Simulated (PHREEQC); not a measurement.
A column of 0.2 m (40 cells, dispersivity 0.016 m, 300 s a shift, diffusion coefficient 3e-10 m²/s) holds 0.00047 eq of the database's cation exchanger X per kg of pore water, first in equilibrium with 0.014 mol SrCl2 and 1e-05 mol HCl per kg of water. It is flushed with 0.00034 mol LiCl and 1e-05 mol HCl per kg of water, at 25 °C. Values are for the last cell. No CO2 enters from the air. No solid was allowed to form.

Computed with PHREEQC (ion-association model, phreeqc.dat).

```json
[
 {"pore volumes": "0", "Li in solution (mol/kgw)": "0", "Sr in solution (mol/kgw)": "0.0140", "Cl in solution (mol/kgw)": "0.0280", "LiX on the exchanger (mol/kgw)": "0"},
 {"pore volumes": "0.3125", "Li in solution (mol/kgw)": "4.29e-7", "Sr in solution (mol/kgw)": "0.0140", "Cl in solution (mol/kgw)": "0.0280", "LiX on the exchanger (mol/kgw)": "4.98e-10"},
 {"pore volumes": "0.4625", "Li in solution (mol/kgw)": "1.04e-5", "Sr in solution (mol/kgw)": "0.0136", "Cl in solution (mol/kgw)": "0.0272", "LiX on the exchanger (mol/kgw)": "1.23e-8"},
 {"pore volumes": "0.7625", "Li in solution (mol/kgw)": "0.000102", "Sr in solution (mol/kgw)": "0.00977", "Cl in solution (mol/kgw)": "0.0196", "LiX on the exchanger (mol/kgw)": "1.42e-7"},
 {"pore volumes": "1.062", "Li in solution (mol/kgw)": "[?]", "Sr in solution (mol/kgw)": "0.00510", "Cl in solution (mol/kgw)": "0.0104", "LiX on the exchanger (mol/kgw)": "4.12e-7"},
 {"pore volumes": "1.363", "Li in solution (mol/kgw)": "0.000284", "Sr in solution (mol/kgw)": "0.00223", "Cl in solution (mol/kgw)": "0.00476", "LiX on the exchanger (mol/kgw)": "8.22e-7"},
 {"pore volumes": "1.512", "Li in solution (mol/kgw)": "0.000303", "Sr in solution (mol/kgw)": "0.00142", "Cl in solution (mol/kgw)": "[?]", "LiX on the exchanger (mol/kgw)": "1.10e-6"},
 {"pore volumes": "1.812", "Li in solution (mol/kgw)": "0.000322", "Sr in solution (mol/kgw)": "0.000555", "Cl in solution (mol/kgw)": "0.00144", "LiX on the exchanger (mol/kgw)": "1.87e-6"},
 {"pore volumes": "2.112", "Li in solution (mol/kgw)": "0.000328", "Sr in solution (mol/kgw)": "0.000210", "Cl in solution (mol/kgw)": "0.000759", "LiX on the exchanger (mol/kgw)": "[?]"},
 {"pore volumes": "2.413", "Li in solution (mol/kgw)": "0.000328", "Sr in solution (mol/kgw)": "8.07e-5", "Cl in solution (mol/kgw)": "0.000500", "LiX on the exchanger (mol/kgw)": "4.99e-6"},
 {"pore volumes": "2.562", "Li in solution (mol/kgw)": "0.000328", "Sr in solution (mol/kgw)": "5.12e-5", "Cl in solution (mol/kgw)": "0.000440", "LiX on the exchanger (mol/kgw)": "6.24e-6"},
 {"pore volumes": "2.862", "Li in solution (mol/kgw)": "0.000327", "Sr in solution (mol/kgw)": "2.30e-5", "Cl in solution (mol/kgw)": "[?]", "LiX on the exchanger (mol/kgw)": "[?]"},
 {"pore volumes": "3.163", "Li in solution (mol/kgw)": "0.000327", "Sr in solution (mol/kgw)": "1.25e-5", "Cl in solution (mol/kgw)": "[?]", "LiX on the exchanger (mol/kgw)": "1.25e-5"},
 {"pore volumes": "3.462", "Li in solution (mol/kgw)": "0.000328", "Sr in solution (mol/kgw)": "8.20e-6", "Cl in solution (mol/kgw)": "0.000354", "LiX on the exchanger (mol/kgw)": "1.54e-5"},
 {"pore volumes": "3.612", "Li in solution (mol/kgw)": "0.000329", "Sr in solution (mol/kgw)": "6.97e-6", "Cl in solution (mol/kgw)": "0.000352", "LiX on the exchanger (mol/kgw)": "1.68e-5"},
 {"pore volumes": "3.913", "Li in solution (mol/kgw)": "[?]", "Sr in solution (mol/kgw)": "5.40e-6", "Cl in solution (mol/kgw)": "0.000351", "LiX on the exchanger (mol/kgw)": "1.91e-5"},
 {"pore volumes": "4.213", "Li in solution (mol/kgw)": "0.000331", "Sr in solution (mol/kgw)": "4.44e-6", "Cl in solution (mol/kgw)": "0.000350", "LiX on the exchanger (mol/kgw)": "2.11e-5"},
 {"pore volumes": "4.513", "Li in solution (mol/kgw)": "0.000333", "Sr in solution (mol/kgw)": "3.80e-6", "Cl in solution (mol/kgw)": "0.000350", "LiX on the exchanger (mol/kgw)": "[?]"},
 {"pore volumes": "4.662", "Li in solution (mol/kgw)": "0.000333", "Sr in solution (mol/kgw)": "3.56e-6", "Cl in solution (mol/kgw)": "0.000350", "LiX on the exchanger (mol/kgw)": "2.36e-5"},
 {"pore volumes": "4.963", "Li in solution (mol/kgw)": "0.000334", "Sr in solution (mol/kgw)": "3.16e-6", "Cl in solution (mol/kgw)": "0.000350", "LiX on the exchanger (mol/kgw)": "2.50e-5"}
]
```

Q: Some entries are withheld; supply them.

A: 
- 1.062, Li in solution (mol/kgw): 0.000215
- 1.512, Cl in solution (mol/kgw): 0.00316
- 2.112, LiX on the exchanger (mol/kgw): 3.09e-6
- 2.862, Cl in solution (mol/kgw): 0.000383
- 2.862, LiX on the exchanger (mol/kgw): 9.25e-6
- 3.163, Cl in solution (mol/kgw): 0.000362
- 3.913, Li in solution (mol/kgw): 0.000330
- 4.513, LiX on the exchanger (mol/kgw): 2.28e-5

Species that the database lacks are ignored.
